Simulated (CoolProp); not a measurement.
Aqueous calcium chloride as a coolant, at -10 °C, 1 atm.

The numbers come from the Melinder's fits for secondary coolants in CoolProp.

```
mass %  freezing point (°C)  density (kg/m³)  Prandtl number  viscosity (mPa s)  conductivity (W/(m K))
------  -------------------  ---------------  --------------  -----------------  ----------------------
16.1                  -12.4             1148            22.3               3.73                   0.535
18.2                  -15.4             1169            23.5               4.03                   0.533
20.3                  -18.8                …            24.9               4.39                   0.531
22.5                  -23.0                …            26.9               4.86                   0.528
24.6                  -28.0             1236               …               5.41                   0.526
26.7                  -34.2             1259            32.5               6.10                   0.523
28.8                      …             1283            36.6                  …                   0.520
```

### Question
Complete the blanks.

### Answer

- 20.3, density (kg/m³): 1190
- 22.5, density (kg/m³): 1213
- 24.6, Prandtl number: 29.3
- 28.8, freezing point (°C): -42.3
- 28.8, viscosity (mPa s): 6.99
